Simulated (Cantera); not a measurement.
A perfectly stirred reactor is fed with CH3OH : O2 : N2 = 1 : 2.59 : 10.6 (molar parts), at 2330 Torr; it is adiabatic with a 400 K inlet, and is followed from long to short residence time, starting on the burning branch (τ in s: 0.46, 0.18, 0.074, 0.03, 0.012, 0.0048, 0.0019, 0.00077, 0.00031, 0.00012, 5e-05, 2e-05).

Computed with Cantera and GRI-Mech 3.0 (53 species, 325 reactions). GRI-Mech 3.0 was tuned for natural gas; its chemistry of methanol as a main component is partial and can be far from experiment.

What does this change do: inlet temperature 400 to 500 K?


```
quantity                                                                        before                                 after
------------------------------------------------  ------------------------------------  ------------------------------------
blow-out, bracketed by the residence times tried  burning at 0.770 ms, out at 0.310 ms  burning at 0.310 ms, out at 0.120 ms
x(CH3OH) at τ = 0.460 s                                                        1.12e-6                               7.44e-7
x(O2) at τ = 0.460 s                                                            0.0741                                0.0741
x(CO) at τ = 0.460 s                                                           6.96e-5                               6.82e-5
x(H2O2) at τ = 0.460 s                                                         6.63e-8                               6.86e-8
x(OH) at τ = 0.460 s                                                          0.000337                              0.000473
x(CH3OH) at τ = 1.90 ms                                                        5.74e-5                               4.00e-5
x(O2) at τ = 1.90 ms                                                            0.0756                                0.0751
x(CO) at τ = 1.90 ms                                                           0.00333                               0.00274
x(H2O2) at τ = 1.90 ms                                                         7.11e-7                               5.73e-7
x(OH) at τ = 1.90 ms                                                           0.00127                               0.00172
```

What does this change do: 0.82 parts H2O added?


```
quantity                                                                        before                                after
------------------------------------------------  ------------------------------------  -----------------------------------
blow-out, bracketed by the residence times tried  burning at 0.770 ms, out at 0.310 ms  burning at 1.90 ms, out at 0.770 ms
x(CH3OH) at τ = 0.460 s                                                        1.12e-6                              1.47e-6
x(O2) at τ = 0.460 s                                                            0.0741                               0.0702
x(CO) at τ = 0.460 s                                                           6.96e-5                              7.16e-5
x(H2O2) at τ = 0.460 s                                                         6.63e-8                              8.10e-8
x(OH) at τ = 0.460 s                                                          0.000337                             0.000262
x(CH3OH) at τ = 1.90 ms                                                        5.74e-5                              8.58e-5
x(O2) at τ = 1.90 ms                                                            0.0756                               0.0723
x(CO) at τ = 1.90 ms                                                           0.00333                              0.00412
x(H2O2) at τ = 1.90 ms                                                         7.11e-7                              1.05e-6
x(OH) at τ = 1.90 ms                                                           0.00127                             0.000896
```
